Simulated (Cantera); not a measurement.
A closed system holds: 1 mol PbO, 0.038 mol O2, 0.63 mol N2, equilibrated at 101000 Pa.

These are equilibrium values from Cantera (NASA tables, ideal gas, pure condensed phases), not measurements of a reactor. Candidate condensed phases: Pb, PbO, PbO2, Pb3O4; 12 gas species. Gases not in the tables: (PbO)n polymers. Equilibrium is a limit: real reactors are often held back by kinetics, nucleation or transport.

log p: log10 of the partial pressure in bar; n: condensed amount in mol.

| T (°C) | log p N2 | log p O2 | log p PbO | log p NO | log p Pb | log p NO2 | log p O | n PbO(red) | n Pb3O4(s) | n PbO(yellow) | n PbO(l) |
|---|---|---|---|---|---|---|---|---|---|---|---|
| 252 | 0.00 | -2.75 | <-11 | ___ | <-11 | -9.36 | <-11 | 0.779 | 0.0738 | 0 | 0 |
| 327 | -0.02 | -1.29 | <-11 | ___ | <-11 | -7.50 | <-11 | 0.974 | 0.00864 | 0 | 0 |
| 402 | -0.02 | -1.24 | <-11 | ___ | <-11 | -7.13 | <-11 | 1.00 | 0 | 0 | 0 |
| 477 | -0.02 | -1.24 | -11.38 | ___ | <-11 | -6.87 | <-11 | 1.00 | 0 | 0 | 0 |
| 552 | -0.02 | -1.24 | -9.60 | ___ | <-11 | -6.66 | <-11 | 0 | 0 | 1.00 | 0 |
| 627 | -0.02 | -1.24 | -8.13 | ___ | <-11 | -6.49 | -11.89 | 0 | 0 | 1.00 | 0 |
| 702 | -0.02 | -1.24 | -6.89 | ___ | -10.94 | -6.34 | -10.76 | 0 | 0 | 1.00 | 0 |
| 777 | -0.02 | -1.24 | -5.83 | ___ | -9.40 | -6.21 | -9.79 | 0 | 0 | 1.000 | 0 |
| 852 | -0.02 | -1.24 | -4.92 | ___ | -8.07 | -6.10 | -8.96 | 0 | 0 | 1.000 | 0 |
| 927 | -0.02 | -1.24 | -4.17 | ___ | -6.95 | -6.00 | -8.22 | 0 | 0 | 0 | 1.000 |
| 1002 | -0.02 | -1.24 | -3.54 | ___ | -6.00 | -5.91 | -7.57 | 0 | 0 | 0 | 1.000 |
| 1077 | -0.02 | -1.24 | -2.98 | ___ | -5.16 | -5.84 | -7.00 | 0 | 0 | 0 | 0.999 |
| 1152 | -0.02 | -1.24 | -2.49 | ___ | -4.41 | -5.77 | -6.48 | 0 | 0 | 0 | 0.998 |
| 1227 | -0.02 | -1.25 | -2.05 | ___ | -3.74 | -5.71 | -6.01 | 0 | 0 | 0 | 0.994 |

Task: Fill in the missing entries.

Result: 
- 252, log p NO: -9.80
- 327, log p NO: -7.95
- 402, log p NO: -7.04
- 477, log p NO: -6.33
- 552, log p NO: -5.76
- 627, log p NO: -5.27
- 702, log p NO: -4.87
- 777, log p NO: -4.52
- 852, log p NO: -4.21
- 927, log p NO: -3.95
- 1002, log p NO: -3.71
- 1077, log p NO: -3.51
- 1152, log p NO: -3.32
- 1227, log p NO: -3.16
